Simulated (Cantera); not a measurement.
Charge: 1 mol B, 0.11 mol H2O, 1.6 mol H2, at 10000 Pa.

Method: chemical equilibrium by Gibbs-energy minimisation in Cantera with the NASA 1993 tables (ideal gas, pure condensed phases). Candidate condensed phases: B, B2O3, B3O3H3, H2O; 23 gas species. Mutual solubility and eutectic melting of coexisting phases are not modelled. Equilibrium is a limit: real reactors are often held back by kinetics, nucleation or transport.

Task: Which condensed phases are stable at each of these points (T (K)): 1098, 1148, 1198, 1248, 1298, 1348, 1398, 1448, 1498, 1548, 1598, 1648, 1698, 1748?

Result: 
```
T (K)  condensed phases  B condensed (%)
-----  ----------------  ---------------
1098     B(s) + B2O3(l)             98.9
1148     B(s) + B2O3(l)             98.9
1198     B(s) + B2O3(l)             98.9
1248     B(s) + B2O3(l)             98.8
1298     B(s) + B2O3(l)             98.7
1348     B(s) + B2O3(l)             98.5
1398     B(s) + B2O3(l)             98.2
1448     B(s) + B2O3(l)             97.6
1498     B(s) + B2O3(l)             96.6
1548     B(s) + B2O3(l)             94.6
1598     B(s) + B2O3(l)             91.1
1648               B(s)             89.5
1698               B(s)             89.4
1748               B(s)             89.3
```

From 1098 K to 1598 K the condensed part is B(s) + B2O3(l). From 1648 K to 1748 K the condensed part is B(s).
